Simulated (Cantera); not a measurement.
A closed system holds: 1 mol borazine, 0.16 mol O2, 11 mol N2, equilibrated at 1473.15 K and 0.00133 bar.

These are equilibrium values from Cantera (NASA tables, ideal gas, pure condensed phases), not measurements of a reactor. Candidate condensed phases: B, BN, B2O3, B3O3H3, H2O; 39 gas species. The feed counts by its element totals alone. Rates play no part.

Base state: N2 0.781, H2 0.208, B2O3 0.00381, HBO2 0.00370, HBO 0.00287, B2O2 0.000319, H 0.000158, H2O 0.000123 (mole fractions); condensed: BN(s).

Q: What changes in the equilibrium state with this change: pressure from 0.00133 bar to 0.000530 bar?

A: 
```
species       before     after
----------  --------  --------
N2             0.781     0.781
H2             0.208     0.207
HBO          0.00287   0.00393
HBO2         0.00370   0.00276
BO           5.94e-5  0.000129
B2O2        0.000319  0.000599
H2O         0.000123   6.69e-5
BN(s), mol      2.79      2.78
```

Q: What changes in the equilibrium state with this change: O2 from 0.16 to 0.098 mol?

A: 
```
species       before     after
----------  --------  --------
N2             0.781     0.783
H2             0.208     0.210
HBO2         0.00370   0.00244
B2O3         0.00381   0.00202
B2O2        0.000319  0.000210
BO           5.94e-5   4.81e-5
HBO          0.00287   0.00234
H2O         0.000123  0.000101
H           0.000158  0.000159
BN(s), mol      2.79      2.87
```
